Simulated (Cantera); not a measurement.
Charge: 1 mol Si, 0.55 mol CO₂, 120 mol H₂, held at 5.80 bar.

These are equilibrium values from Cantera (NASA tables, ideal gas, pure condensed phases), not measurements of a reactor. Candidate condensed phases: C, C₆H₆, C₇H₈, C₈H₁₈, H₂O, Si, SiC, SiO₂; 123 gas species. Mutual solubility and eutectic melting of coexisting phases are not modelled. The tables hold silica as quartz up to 1696 K and as liquid above; real silica turns to tridymite and cristobalite and melts near 1996 K. Gases not in the tables: Si₂H₆ and higher silanes. The numbers say what is thermodynamically allowed, not how fast it happens.

Problem. What share of the Si ends up in condensed phases as a function of T (K), at 1075, 1175, 1275, 1375, 1475, 1575, 1675, 1775, 1875, 1975, 2075, 2175?

Solution. 
| T (K) | Si condensed (%) | as |
|---|---|---|
| 1075 | 100.0 | SiC(s) + SiO₂(β-quartz) |
| 1175 | 100.0 | SiC(s) + SiO₂(β-quartz) |
| 1275 | 100.0 | SiC(s) + SiO₂(β-quartz) |
| 1375 | 100.0 | SiC(s) + SiO₂(β-quartz) |
| 1475 | 99.7 | SiC(s) + SiO₂(β-quartz) |
| 1575 | 98.4 | SiC(s) + SiO₂(β-quartz) |
| 1675 | 90.6 | SiC(s) + SiO₂(β-quartz) |
| 1775 | 55.8 | SiC(s) + SiO₂(condensed) |
| 1875 | 21.5 | SiC(s) |
| 1975 | 21.1 | SiC(s) |
| 2075 | 22.6 | Si(l) + SiC(s) |
| 2175 | 31.9 | Si(l) + SiC(s) |
